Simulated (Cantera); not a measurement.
## Si + H₂O + N₂ (thermal oxidation and active oxidation of silicon)

A closed system holds: 1 mol Si, 0.0046 mol H₂O, 16 mol N₂, equilibrated at 1.00e-6 bar.

Equilibrium computed with Cantera from the NASA thermochemical tables; the gas is ideal and each condensed phase is pure. Candidate condensed phases: H₂O, Si, SiO₂, Si₂N₂O, Si₃N₄; 35 gas species. The tables' values for SiN are old estimates; treat these amounts as uncertain. Equilibrium is a limit: real reactors are often held back by kinetics, nucleation or transport.

From 1127 °C to 1302 °C the condensed part is Si(s). From 1327 °C to 1352 °C nothing is condensed. The main Si-bearing gas is Si throughout.

```csv
T (°C),x N₂,x Si,x H,x SiO,x H₂,x Si₂,n Si(s)
1127,0.999,0.000823,7.67e-5,0.000287,0.000249,4.89e-7,0.982
1152,0.998,0.00161,0.000104,0.000287,0.000235,1.17e-6,0.969
1177,0.996,0.00308,0.000139,0.000286,0.000217,2.72e-6,0.946
1202,0.994,0.00575,0.000181,0.000286,0.000195,6.13e-6,0.902
1227,0.989,0.0105,0.000229,0.000284,0.000169,1.35e-5,0.824
1252,0.980,0.0189,0.000281,0.000282,0.000141,2.88e-5,0.685
1277,0.966,0.0332,0.000332,0.000278,0.000111,6.00e-5,0.440
1302,0.942,0.0574,0.000376,0.000271,8.20e-5,0.000122,0.0106
1327,0.941,0.0582,0.000420,0.000271,5.98e-5,8.65e-5,0
1352,0.941,0.0583,0.000456,0.000270,4.19e-5,6.06e-5,0
```
x: gas mole fraction; n: condensed amount in mol.
